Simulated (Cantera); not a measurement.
Input (Python, Cantera) and output of one run.

```python
import numpy as np
import cantera as ct

gas_names = """
    H HNO HNO2 HNO3 HO2 H2 H2O H2O2 N NH NH2 NH3 NH2OH NO NO2 NO3 N2 N2H2 N2H4 N2O O OH O2 O3 Ti TiO
    TiO2
""".split()
cond_names = """
    H2O(s) H2O(L) Ti(a) Ti(b) Ti(L) TiN(s) TiN(L) TiO(a) TiO(b) TiO(L) TiO2(ru) TiO2(L) Ti2O3(a)
    Ti2O3(b) Ti2O3(L) Ti3O5(a) Ti3O5(b) Ti3O5(L) Ti4O7(s) Ti4O7(L)
""".split()


# ... load() reads the species with a 1 bar reference pressure and builds the phases ...
atoms = {
    'TiN': {'Ti': 1, 'N': 1},
    'H2O': {'H': 2, 'O': 1},
    'H2': {'H': 2},
}
top_T = {}  # K; cautious upper limits of use, not melting points


# ... equilibrate(T, P, feed) seeds the gas with the atoms and calls Mixture.equilibrate('TP', solver="vcs", rtol=1e-11, max_steps=5000) ...
results = []
feed = {'TiN': 1, 'H2O': 12, 'H2': 0.69}  # mol
T = 1600  # K
P = 78000  # Pa
mix = equilibrate(T, P, feed)
results.append((T, P, feed, dict(zip(mix.species_names, mix.species_moles))))
x = sorted(zip(gas.X, gas.species_names), reverse=True)
print(f"T = {T:g} K  P = {P:g} Pa  gas = {mix.phase_moles(0):.4g} mol")
print("   x: " + "  ".join(f"{s} {v:.3e}" for v, s in x if v > 1e-05))
print("   condensed (mol): " + ("  ".join(f"{mix.phase(i).name} {mix.phase_moles(i):.4g}"
      for i in range(1, mix.n_phases) if mix.phase_moles(i) > 1e-12) or "none"))
```

Result:

```
T = 1600 K  P = 78000 Pa  gas = 13.19 mol
   x: H2O 7.581e-01  H2 2.039e-01  N2 3.791e-02  H 2.780e-05
   condensed (mol): TiO2(ru) 1
```

Method: chemical equilibrium by Gibbs-energy minimisation in Cantera with the NASA 1993 tables (ideal gas, pure condensed phases). Gases not in the tables: TiO(OH)2.
